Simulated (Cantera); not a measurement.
A perfectly stirred reactor is fed with CH4 : H2 : CO2 = 0.012 : 1 : 0.008 (molar parts), at 0.132 atm; it is held at 1900 K, and followed from long to short residence time.

Cantera simulation using GRI-Mech 3.0 (53 species, 325 reactions); the numbers are that mechanism's predictions, not measurements.

x: mole fraction; the columns are a selection and need not sum to one.

```json
[
 {"τ (s)": "25", "x CH4": "0.000544", "x H2": "0.979", "x CO2": "6.82e-6", "x C2H": "7.27e-8", "x CH2CO": "?", "x O2": "<1e-12"},
 {"τ (s)": "8.6", "x CH4": "0.000851", "x H2": "0.978", "x CO2": "1.23e-5", "x C2H": "8.79e-8", "x CH2CO": "?", "x O2": "1.29e-12"},
 {"τ (s)": "2.9", "x CH4": "0.00135", "x H2": "0.977", "x CO2": "2.10e-5", "x C2H": "1.04e-7", "x CH2CO": "?", "x O2": "2.95e-12"},
 {"τ (s)": "0.99", "x CH4": "0.00212", "x H2": "0.976", "x CO2": "3.93e-5", "x C2H": "1.12e-7", "x CH2CO": "?", "x O2": "4.86e-12"},
 {"τ (s)": "0.33", "x CH4": "0.00336", "x H2": "0.975", "x CO2": "9.10e-5", "x C2H": "1.05e-7", "x CH2CO": "?", "x O2": "6.14e-12"},
 {"τ (s)": "0.11", "x CH4": "0.00517", "x H2": "0.974", "x CO2": "0.000245", "x C2H": "8.28e-8", "x CH2CO": "?", "x O2": "6.40e-12"},
 {"τ (s)": "0.038", "x CH4": "0.00733", "x H2": "0.973", "x CO2": "0.000672", "x C2H": "5.23e-8", "x CH2CO": "?", "x O2": "5.72e-12"},
 {"τ (s)": "0.013", "x CH4": "0.00942", "x H2": "0.974", "x CO2": "0.00178", "x C2H": "2.31e-8", "x CH2CO": "?", "x O2": "3.92e-12"},
 {"τ (s)": "0.0044", "x CH4": "0.0108", "x H2": "0.975", "x CO2": "0.00404", "x C2H": "5.43e-9", "x CH2CO": "?", "x O2": "1.46e-12"},
 {"τ (s)": "0.0015", "x CH4": "0.0115", "x H2": "0.978", "x CO2": "0.00659", "x C2H": "3.84e-10", "x CH2CO": "?", "x O2": "<1e-12"},
 {"τ (s)": "0.00051", "x CH4": "0.0117", "x H2": "0.980", "x CO2": "0.00764", "x C2H": "5.19e-12", "x CH2CO": "1.39e-10", "x O2": "<1e-12"}
]
```

Problem. Some entries are withheld; supply them.

Solution. 
- 25, x CH2CO: 1.49e-8
- 8.6, x CH2CO: 3.08e-8
- 2.9, x CH2CO: 5.47e-8
- 0.99, x CH2CO: 7.66e-8
- 0.33, x CH2CO: 8.42e-8
- 0.11, x CH2CO: 7.43e-8
- 0.038, x CH2CO: 5.36e-8
- 0.013, x CH2CO: 3.00e-8
- 0.0044, x CH2CO: 1.16e-8
- 0.0015, x CH2CO: 2.21e-9
